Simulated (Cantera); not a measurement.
Input (Python, Cantera) and output of one run.

```python
import numpy as np
import cantera as ct

gas_names = """
    C CN CO CO2 C2 CCN CNC C2N2 C2O C3 C3O2 C4 C4N2 C5 N NCO NO NO2 NO3 N2 N2O O O2 O3 Si SiC SiC2 SiN
    SiO SiO2 Si2 Si2C Si2N Si3
""".split()
cond_names = """
    C(gr) Si(cr) Si(L) SiC(b) SiO2(Lqz) SiO2(hqz) SiO2(L) Si2N2O(s) Si3N4(a)
""".split()


def load(file, names, dense=False):
    # The tables refer to 1 bar. Condensed volumes are neglected.
    table = {s.name: s for s in ct.Species.list_from_file(file)}
    out = []
    for n in names:
        d = dict(table[n].input_data)
        d["thermo"] = dict(d["thermo"], **{"reference-pressure": 1e5})
        if dense:
            d["equation-of-state"] = {"model": "constant-volume", "density": "1e6 g/cm^3"}
        out.append(ct.Species.from_dict(d))
    return out


gas = ct.Solution(thermo="ideal-gas", species=load("nasa_gas.yaml", gas_names))
cond = {s.name: ct.Solution(thermo="fixed-stoichiometry", species=[s], name=s.name)
        for s in load("nasa_condensed.yaml", cond_names, dense=True)}
atoms = {
    'Si3N4': {'Si': 3, 'N': 4},
    'CO2': {'C': 1, 'O': 2},
    'N2': {'N': 2},
    'O2': {'O': 2},
}
top_T = {'C(gr)': 4500, 'SiC(b)': 3050, 'Si2N2O(s)': 2100, 'Si3N4(a)': 2400}  # K; cautious upper limits of use, not melting points


def equilibrate(T, P, feed):
    n = {}
    for name, mol in feed.items():
        for a, k in atoms[name].items():
            n[a] = n.get(a, 0.0) + k * mol
    gas.TPX = T, P, n
    mass = sum(n.values()) * gas.mean_molecular_weight
    gas.equilibrate("TP")
    valid = [c for c in cond.values() if c.min_temp <= T <= top_T.get(c.name, c.max_temp)]
    mix = ct.Mixture([(gas, mass / gas.mean_molecular_weight)] + [(c, 0.0) for c in valid])
    mix.T, mix.P = T, P
    mix.equilibrate("TP", solver="vcs", rtol=1e-11, max_steps=5000)
    return mix


results = []
feed = {'Si3N4': 1, 'CO2': 4, 'N2': 11, 'O2': 0.076}  # mol
P = 1333.22  # Pa
for T in [900, 950, 1000, 1050, 1100, 1150, 1200, 1250, 1300, 1350, 1400, 1450, 1500]:
    mix = equilibrate(T, P, feed)
    results.append((T, P, feed, dict(zip(mix.species_names, mix.species_moles))))

top = {s: max(r[3][s] / sum(r[3][g] for g in gas_names) for r in results) for s in gas_names}
cols = sorted((s for s in top if top[s] > 1e-06), key=lambda s: -top[s])[:6]
seen = [c for c in cond_names if any(r[3].get(c, 0) > 1e-12 for r in results)]
print("log10 of partial pressures in bar; condensed amounts in mol")
print(f"{'T/K':>10s}" + "".join(f"{s[:9]:>10s}" for s in cols + seen))
for T, P, feed, n in results:
    ng = sum(n[g] for g in gas_names)
    print(f"{T:10.4g}" + "".join(f"{np.log10(max(n[s] / ng * P / 1e5, 1e-99)):10.3f}" for s in cols)
          + "".join(f"{n.get(c, 0):10.4g}" for c in seen))
```

Result:

```
log10 of partial pressures in bar; condensed amounts in mol
       T/K        N2        CO       CO2       SiO     C(gr) SiO2(hqz) Si2N2O(s)
       900    -1.941    -2.731    -4.715   -19.160      1.87         3         0
       950    -1.941    -2.725    -5.227   -17.059     1.855         3         0
      1000    -1.942    -2.724    -5.693   -15.168      1.85         3         0
      1050    -1.942    -2.723    -6.116   -13.459     1.849         3         0
      1100    -1.942    -2.723    -6.500   -11.907     1.848         3         0
      1150    -1.942    -2.723    -6.850   -10.493     1.848         3         0
      1200    -1.981    -2.539    -6.801    -9.383    0.5197     2.114    0.4428
      1250    -1.997    -2.487    -6.741    -8.496         0     1.768    0.6161
      1300    -1.997    -2.487    -6.727    -7.683         0     1.768    0.6161
      1350    -1.997    -2.487    -6.714    -6.933         0     1.768     0.616
      1400    -1.997    -2.488    -6.702    -6.237         0     1.768    0.6158
      1450    -1.997    -2.488    -6.691    -5.590         0     1.767     0.615
      1500    -1.997    -2.488    -6.680    -4.987         0     1.764    0.6119
```

These are equilibrium values from Cantera (NASA tables, ideal gas, pure condensed phases), not measurements of a reactor. Mutual solubility and eutectic melting of coexisting phases are not modelled. The tables hold silica as quartz up to 1696 K and as liquid above; real silica turns to tridymite and cristobalite and melts near 1996 K.
